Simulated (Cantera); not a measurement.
**Stirred combustor or abatement burner**

A perfectly stirred reactor is fed with H₂ : O₂ : N₂ = 1 : 0.704 : 2.65 (molar parts), equivalence ratio 0.71, at 3750 Torr; it is adiabatic with a 600 K inlet, and is followed from long to short residence time, starting on the burning branch (τ in s: 0.021, 0.0072, 0.0024, 0.00082, 0.00028, 9.4e-05, 3.2e-05, 1.1e-05, 3.6e-06).

Cantera simulation using the H2/O2 subset of GRI-Mech 3.0, which has no nitrogen chemistry; the numbers are that mechanism's predictions, not measurements. The hydrogen kinetics of GRI-Mech 3.0 are dated; newer H2 mechanisms differ, most at raised pressure.

| τ (s) | T (K) | x H₂ | x O₂ | x OH | x H | x HO₂ | x O | x H₂O₂ |
|---|---|---|---|---|---|---|---|---|
| 0.021 | 2270 | 0.000952 | 0.0518 | 0.00508 | 0.000122 | 6.35e-6 | 0.000450 | 5.39e-7 |
| 0.0072 | 2268 | 0.00108 | 0.0518 | 0.00529 | 0.000142 | 6.61e-6 | 0.000492 | 5.48e-7 |
| 0.0024 | 2262 | 0.00142 | 0.0518 | 0.00585 | 0.000206 | 7.39e-6 | 0.000612 | 5.78e-7 |
| 0.00082 | 2249 | 0.00225 | 0.0517 | 0.00702 | 0.000395 | 9.53e-6 | 0.000916 | 6.59e-7 |
| 0.00028 | 2221 | 0.00402 | 0.0518 | 0.00895 | 0.000937 | 1.48e-5 | 0.00160 | 8.34e-7 |
| 9.4e-5 | 2168 | 0.00740 | 0.0524 | 0.0114 | 0.00241 | 2.68e-5 | 0.00295 | 1.14e-6 |
| 3.2e-5 | 2079 | 0.0129 | 0.0539 | 0.0136 | 0.00583 | 5.00e-5 | 0.00518 | 1.63e-6 |
| 1.1e-5 | 1942 | 0.0211 | 0.0574 | 0.0144 | 0.0124 | 9.02e-5 | 0.00810 | 2.54e-6 |
| 3.6e-6 | 1737 | 0.0367 | 0.0663 | 0.0123 | 0.0222 | 0.000162 | 0.0101 | 5.26e-6 |
x: mole fraction; the columns are a selection and need not sum to one.
